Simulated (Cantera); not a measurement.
An adiabatic, constant-pressure homogeneous reactor starts with C3H8 : O2 : N2 = 1 : 2.17 : 8.17 (molar parts), at 1175 K and 1.00 bar. Integrator tolerance rtol = 1e-08.

Detailed kinetics in Cantera: GRI-Mech 3.0 (53 species, 325 reactions). GRI-Mech 3.0 was tuned for natural gas; its chemistry of propane as a main component is partial and can be far from experiment.

What does this change do: O2 2.17 to 0.68 parts?


```json
[
 {"quantity": "time of steepest temperature rise", "before": "10.8 ms", "after": "not reached"},
 {"quantity": "temperature at 8.00 s", "before": "2162 K", "after": "1242 K"},
 {"quantity": "equilibrium temperature", "before": "2162 K", "after": "1262 K"},
 {"quantity": "x(C3H8) at 8.00 s", "before": "<1e-12 (gas-phase equilibrium <1e-12)", "after": "1.19e-6 (gas-phase equilibrium 9.69e-8)"},
 {"quantity": "x(O2) at 8.00 s", "before": "1.27e-7 (gas-phase equilibrium 1.27e-7)", "after": "<1e-12 (gas-phase equilibrium <1e-12)"},
 {"quantity": "x(HCN) at 8.00 s", "before": "3.19e-7 (gas-phase equilibrium 3.19e-7)", "after": "3.54e-9 (gas-phase equilibrium 0.0275)"},
 {"quantity": "x(C2H) at 8.00 s", "before": "<1e-12 (gas-phase equilibrium <1e-12)", "after": "3.84e-11 (gas-phase equilibrium 4.21e-12)"},
 {"quantity": "x(NO) at 8.00 s", "before": "7.46e-6 (gas-phase equilibrium 7.46e-6)", "after": "4.29e-11 (gas-phase equilibrium <1e-12)"},
 {"quantity": "x(CH2CO) at 8.00 s", "before": "<1e-12 (gas-phase equilibrium <1e-12)", "after": "2.22e-6 (gas-phase equilibrium 1.24e-7)"},
 {"quantity": "x(H2) at 8.00 s", "before": "0.188 (gas-phase equilibrium 0.188)", "after": "0.0968 (gas-phase equilibrium 0.133)"}
]
```
GRI-Mech 3.0 stops at C3 and has no aromatics, soot or wall deposition, so with more carbon than oxygen in the feed, carbon stays in small species such as C2H2 where larger ones or solid carbon would form.

What does this change do: 0.66 parts H2O added?


```json
[
 {"quantity": "time of steepest temperature rise", "before": "10.8 ms", "after": "12.1 ms"},
 {"quantity": "temperature at 8.00 s", "before": "2162 K", "after": "2116 K"},
 {"quantity": "equilibrium temperature", "before": "2162 K", "after": "2116 K"},
 {"quantity": "x(C3H8) at 8.00 s", "before": "<1e-12 (gas-phase equilibrium <1e-12)", "after": "<1e-12 (gas-phase equilibrium <1e-12)"},
 {"quantity": "x(O2) at 8.00 s", "before": "1.27e-7 (gas-phase equilibrium 1.27e-7)", "after": "1.45e-7 (gas-phase equilibrium 1.45e-7)"},
 {"quantity": "x(HCN) at 8.00 s", "before": "3.19e-7 (gas-phase equilibrium 3.19e-7)", "after": "2.00e-7 (gas-phase equilibrium 2.00e-7)"},
 {"quantity": "x(C2H) at 8.00 s", "before": "<1e-12 (gas-phase equilibrium <1e-12)", "after": "<1e-12 (gas-phase equilibrium <1e-12)"},
 {"quantity": "x(NO) at 8.00 s", "before": "7.46e-6 (gas-phase equilibrium 7.46e-6)", "after": "7.00e-6 (gas-phase equilibrium 7.00e-6)"},
 {"quantity": "x(CH2CO) at 8.00 s", "before": "<1e-12 (gas-phase equilibrium <1e-12)", "after": "<1e-12 (gas-phase equilibrium <1e-12)"},
 {"quantity": "x(H2) at 8.00 s", "before": "0.188 (gas-phase equilibrium 0.188)", "after": "0.187 (gas-phase equilibrium 0.187)"}
]
```
